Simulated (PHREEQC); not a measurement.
Synthetic water in mg/kgw, 90 °C, pH 7.4, pe 10.2: Na 1940; K 160; Ca 185; Mg 57.9; Cl 2420; S(6) as SO4 1500; Alkalinity as HCO3 1.81; O(0) (dissolved oxygen) 0.575; Cd 16.3; N(5) as NO3 1.07.

Valence states are taken as typed.

All values are PHREEQC results (ion-association model, wateq4f.dat), not measurements.

```tsv
quantity	before	after
SO4-2 (mol/kgw)	0.0109	0.0278
NaSO4- (mol/kgw)	0.00198	0.00980
CaSO4 (mol/kgw)	0.00124	0.00409
SI of Gypsum (CaSO4:2H2O)	-0.62	-0.09
SI of Otavite (CdCO3)	-0.91	-0.16
```

Problem. Which change was made?
(A) all concentrations times 3 at the same typed pH
(B) temperature from 90 to 30 °C at the same typed pH
(C) pH from 7.4 to 7.1 at the same alkalinity

Solution. A, all concentrations times 3 at the same typed pH

No solid was allowed to form. Away from 25 °C the constants follow the database's enthalpies or fits; those with neither stay at their 25 °C values.
